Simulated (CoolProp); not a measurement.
Vapour-liquid equilibrium of R134a (1) + isobutane (2) at -32.75 °C; x and y are mole fractions of (1).

Model: multi-fluid Helmholtz-energy mixture model, Tillner-Roth 1994 and Bücker 2006; pair parameters Bell 2016, in CoolProp.

### Question
Give the bubble pressure and the first vapour's composition at x = 0.275, 0.425, 0.575. Is there an azeotrope?

### Answer
x = 0.275: 0.9375 bar, y = 0.626; x = 0.425: 0.9655 bar, y = 0.647; x = 0.575: 0.9677 bar, y = 0.650. y crosses x between x = 0.65 and 0.725: the model has an azeotrope there.

The pair parameters rest on a limited set of measurements; away from them the model extrapolates. With so large a gap from Raoult's law the liquid may split in two, which this calculation doesn't test in full.
